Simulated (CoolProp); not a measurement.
Vapour-liquid equilibrium of R134a (1) + R124 (2) at 0.275 MPa; x and y are mole fractions of (1).

Values from CoolProp's multi-fluid Helmholtz-energy mixture model, Tillner-Roth 1994 and de Vries 1995; pair parameters Bell 2016.

| x | bubble temperature, mixture model (K) | bubble temperature, Raoult's law (K) | y, mixture model | y, Raoult's law |
|---|---|---|---|---|
| 0.05 | 286.4 | 286.8 | 0.090 | 0.085 |
| 0.2 | 282.7 | 283.7 | 0.315 | 0.307 |
| 0.35 | 279.7 | 280.9 | 0.489 | 0.489 |
| 0.5 | ? | 278.4 | 0.631 | 0.641 |
| 0.65 | ? | 276.1 | ? | 0.769 |
| 0.8 | 273.4 | 274.0 | ? | 0.878 |
| 0.95 | 271.9 | 272.0 | 0.965 | 0.972 |

Question: Complete the blanks.

Answer: 
- 0.5, bubble temperature, mixture model (K): 277.2
- 0.65, bubble temperature, mixture model (K): 275.1
- 0.65, y, mixture model: 0.752
- 0.8, y, mixture model: 0.860

The largest gap from Raoult's law is -1.2 K in bubble temperature, at x = 0.35. No azeotrope shows between x = 0.05 and 0.95.

The pair parameters rest on a limited set of measurements; away from them the model extrapolates.
